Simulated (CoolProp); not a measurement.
Vapour-liquid equilibrium of carbon dioxide (1) + propylene (2) at 0.816 MPa; x and y are mole fractions of (1).

Model: multi-fluid Helmholtz-energy mixture model, Span 1996 and Lemmon 2013; pair parameters Bell 2016, in CoolProp.

```json
[
 {"x": "0.05", "bubble temperature (K)": "273.8", "y at the bubble point": "___", "dew temperature at overall composition x (K)": "282.9", "liquid density (mol/L)": "___"},
 {"x": "0.2", "bubble temperature (K)": "252.7", "y at the bubble point": "0.662", "dew temperature at overall composition x (K)": "276.9", "liquid density (mol/L)": "14.85"},
 {"x": "0.35", "bubble temperature (K)": "242.4", "y at the bubble point": "___", "dew temperature at overall composition x (K)": "270.3", "liquid density (mol/L)": "16.35"},
 {"x": "0.5", "bubble temperature (K)": "236.9", "y at the bubble point": "0.857", "dew temperature at overall composition x (K)": "262.7", "liquid density (mol/L)": "17.93"},
 {"x": "0.65", "bubble temperature (K)": "233.5", "y at the bubble point": "0.897", "dew temperature at overall composition x (K)": "253.6", "liquid density (mol/L)": "19.73"},
 {"x": "0.8", "bubble temperature (K)": "230.9", "y at the bubble point": "0.933", "dew temperature at overall composition x (K)": "242.1", "liquid density (mol/L)": "21.93"},
 {"x": "0.95", "bubble temperature (K)": "228.4", "y at the bubble point": "0.979", "dew temperature at overall composition x (K)": "229.8", "liquid density (mol/L)": "24.74"}
]
```

Problem. Complete the blanks.

Solution. 
- 0.05, y at the bubble point: 0.272
- 0.05, liquid density (mol/L): 13.20
- 0.35, y at the bubble point: 0.796

No azeotrope shows between x = 0.05 and 0.95.

The pair parameters rest on a limited set of measurements; away from them the model extrapolates.
